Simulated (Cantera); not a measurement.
Source: NASA polynomial tables (part measured, part estimated), evaluated in Cantera. Values are per mole of reaction as written; species without (g) are pure solids or liquids, kept so even where they would boil at 1 bar.

NH₃(g) → 3 H(g) + N(g)

| T (K) | ΔH° (kJ) | ΔS° (J/K) | ΔG° (kJ) | log10 K |
|---|---|---|---|---|
| 300 | 1172.7 | 305.0 | 1081.2 | -188.25 |
| 1498 | 1209.3 | 360.6 | 669.0 | -23.33 |
| 1698 | … | … | … | … |
| 1898 | 1215.1 | 364.1 | 524.0 | -14.42 |
| 2098 | 1217.3 | 365.2 | 451.1 | -11.23 |
| 2298 | … | … | … | … |

Q: Complete the blanks.

A: 
- 1698, ΔH° (kJ): 1212.5
- 1698, ΔS° (J/K): 362.6
- 1698, ΔG° (kJ): 596.7
- 1698, log10 K: -18.35
- 2298, ΔH° (kJ): 1219.2
- 2298, ΔS° (J/K): 366.1
- 2298, ΔG° (kJ): 377.9
- 2298, log10 K: -8.59
